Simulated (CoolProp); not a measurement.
Saturated liquid density (kg/m³) of n-hexane: the reference equation beside estimates from Tc = 234.7 °C, pc = 30.44 bar, ω = 0.300.

Values from CoolProp's reference Helmholtz-energy equation of state, Thol 2019.

| T (°C) | reference | Redlich-Kwong | Soave-Redlich-Kwong |
|---|---|---|---|
| 86.75 | 595.0 | 509.3 | 534.6 |
| 102.05 | 578.7 | 491.9 | 517.9 |
| 117.35 | 561.5 | 473.2 | 499.6 |
| 132.75 | 543.0 | 453.0 | 479.5 |
| 148.05 | 523.2 | 431.1 | 457.2 |
| 163.35 | 501.4 | 407.1 | 432.3 |
| 178.75 | 476.7 | 380.2 | 403.8 |
| 194.05 | 448.0 | 349.7 | 370.7 |

Absolute difference from the reference over all 8 rows, mean and median: Redlich-Kwong 17.5 and 17.1 %, Soave-Redlich-Kwong 12.8 and 12.2 %.
